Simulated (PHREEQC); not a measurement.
## Buffer (model solution)

A solution holds 24 mmol/kgw NaHCO3 and 0.18 mmol/kgw Na2HPO4, at 52 °C. Closed to the air; pH follows from the charge balance.

Computed with PHREEQC (ion-association model, wateq4f.dat).

```json
{
 "pH": "7.97",
 "ionic_strength": "0.0243 mol/kgw",
 "total_alkalinity": "24.2 meq/kg"
}
```

```
species  molality  activity   log γ
-------  --------  --------  ------
Na+        0.0239    0.0205  -0.067
HCO3-      0.0229    0.0197  -0.065
CO2      0.000410  0.000412   0.002
CO3-2    0.000227  0.000124  -0.262
NaHCO3   0.000226  0.000228   0.002
NaCO3-   0.000192  0.000165  -0.065
HPO4-2   0.000161   8.71e-5  -0.266
H2PO4-    1.54e-5   1.32e-5  -0.065
OH-       6.48e-6   5.51e-6  -0.071
NaHPO4-   4.04e-6   3.48e-6  -0.065
```

No solid was allowed to form. Species that the database lacks are ignored. H3PO4, which wateq4f.dat lacks, is added to it with the constant of phreeqc.dat. At this temperature some constants are extrapolated from 25 °C, and those without enthalpy data are left unchanged.
